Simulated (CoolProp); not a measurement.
Vapour-liquid equilibrium of diethyl ether (1) + methanol (2) at 101.15 °C; x and y are mole fractions of (1).

The numbers come from the multi-fluid Helmholtz-energy mixture model, Thol 2014 and de Reuck 1993; pair parameters Bell 2016 in CoolProp.

Q: Give the bubble pressure and the first vapour's composition at x = 0.05, 0.25, 0.75. Is there an azeotrope?

A: x = 0.05: 0.4219 MPa, y = 0.160; x = 0.25: 0.5697 MPa, y = 0.461; x = 0.75: 0.6933 MPa, y = 0.767. y crosses x between x = 0.75 and 0.85: the model has an azeotrope there.

Pair parameters are fitted to limited data, so mixtures are less certain than the pure fluids.
